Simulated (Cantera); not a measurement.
Cantera run, input and output.

```python
import numpy as np
import cantera as ct

gas = ct.Solution("gri30.yaml")
gas.TPX = 700, 1000000, {'CH4': 1, 'C2H6': 0.44, 'O2': 2.72, 'N2': 7.9}
flame = ct.FreeFlame(gas, width=0.008)
flame.set_refine_criteria(ratio=3, slope=0.08, curve=0.16)
flame.transport_model = "mixture-averaged"
flame.solve(loglevel=0, auto=True)
z, T = flame.grid, flame.T
thick = (T[-1] - T[0]) / np.gradient(T, z).max()
show = ['CH4', 'C2H6', 'O2', 'C2H2', 'O', 'H2O2']
print(f"laminar burning velocity  {flame.velocity[0] * 100:.3f} cm/s")
print(f"burnt temperature         {T[-1]:.1f} K")
print(f"thermal thickness         {thick * 1e3:.4f} mm")
print(f"grid points               {len(z)}")
z0 = z[flame.heat_release_rate.argmax()]
print(f"{'z/mm':>9s}{'T/K':>9s}{'u/(m/s)':>9s}" + "".join(f"{s:>11s}" for s in show))
rows = []
for k in (-3, -2, -1.5, -1, -0.5, -0.25, 0, 0.25, 0.5, 1, 2, 4, 8):
    zz = z0 + k * thick
    rows.append([k * thick, np.interp(zz, z, T), np.interp(zz, z, flame.velocity),
                 *(np.interp(zz, z, flame.X[gas.species_index(s)]) for s in show)])
    print(f"{rows[-1][0] * 1e3:9.3f}{rows[-1][1]:9.1f}{rows[-1][2]:9.3f}" + "".join(f"{x:11.3e}" for x in rows[-1][3:]))
```

Output:

```
laminar burning velocity  124.401 cm/s
burnt temperature         2588.4 K
thermal thickness         0.0381 mm
grid points               159
     z/mm      T/K  u/(m/s)        CH4       C2H6         O2       C2H2          O       H2O2
   -0.114    700.5    1.248  8.263e-02  3.638e-02  2.248e-01  1.234e-07  1.493e-15  2.212e-07
   -0.076    704.1    1.260  8.201e-02  3.621e-02  2.235e-01  1.507e-06  9.320e-14  2.102e-06
   -0.057    718.6    1.293  8.078e-02  3.589e-02  2.211e-01  9.147e-06  5.954e-12  1.010e-05
   -0.038    809.3    1.476  7.575e-02  3.429e-02  2.109e-01  8.181e-05  3.498e-09  6.210e-05
   -0.019   1282.9    2.414  5.413e-02  2.163e-02  1.597e-01  7.756e-04  5.114e-06  1.869e-04
   -0.010   1732.8    3.338  3.265e-02  7.322e-03  1.061e-01  1.946e-03  7.737e-05  3.497e-05
    0.000   2142.4    4.197  1.124e-02  4.031e-04  5.201e-02  3.005e-03  3.379e-04  8.782e-06
    0.010   2361.1    4.641  2.069e-03  5.681e-06  2.045e-02  1.442e-03  6.003e-04  2.385e-06
    0.019   2442.2    4.790  3.042e-04  1.225e-07  7.977e-03  3.252e-04  7.311e-04  9.060e-07
    0.038   2495.0    4.872  8.669e-06  1.082e-10  2.092e-03  1.212e-05  6.436e-04  4.051e-07
    0.076   2537.1    4.938  4.705e-08  3.360e-15  8.089e-04  8.331e-08  3.817e-04  2.403e-07
    0.152   2569.2    4.992  6.245e-11  3.799e-19  3.908e-04  1.218e-10  1.936e-04  1.393e-07
    0.305   2585.2    5.019  7.029e-12  5.105e-22  2.239e-04  1.938e-13  1.154e-04  8.925e-08
```

Model: GRI-Mech 3.0 (53 species, 325 reactions), integrated in Cantera. Burning velocities carry a grid error of a few per cent, more on coarse grids.
